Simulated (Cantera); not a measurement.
Charge: 1 mol C2F6, 1.7 mol HCl, 3.6 mol H2, held at 2075 °C and 84000 Pa.

Method: chemical equilibrium by Gibbs-energy minimisation in Cantera with the NASA 1993 tables (ideal gas, pure condensed phases). Candidate condensed phases: C, C6H6, C7H8, C8H18; 118 gas species. The feed counts by its element totals alone. Equilibrium is a limit: real reactors are often held back by kinetics, nucleation or transport.

Problem. What is the equilibrium state?

Solution. x(HF): 0.719
x(HCl): 0.197
x(H2): 0.0732
x(Cl): 0.00702
x(H): 0.00365
x(C2H2 (acetylene)): 0.000400
x(F): 4.91e-5
x(C2HCl): 9.48e-6
x(Cl2): 7.84e-6
n(C(graphite)): 1.99 mol
gas amount: 8.345 mol
